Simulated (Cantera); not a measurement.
Ignition delay

Mixture: CH4 : O2 : N2 = 1 : 3.7 : 13.9 (molar parts), equivalence ratio 0.54, at 10.0 bar, adiabatic and at constant pressure. Ignition delay is the time to a rise of 400 K.

Cantera simulation using GRI-Mech 3.0 (53 species, 325 reactions); the numbers are that mechanism's predictions, not measurements.

```csv
T0 (K),delay (ms)
1225,2.68
1300,1.12
1375,0.502
1450,0.239
1525,0.120
1600,0.0635
1675,0.0355
1750,0.0209
1825,0.0129
```

```
Property                                                 Value
--------------------------------------------------  ----------
apparent activation energy between 1675 and 1825 K  170 kJ/mol
```
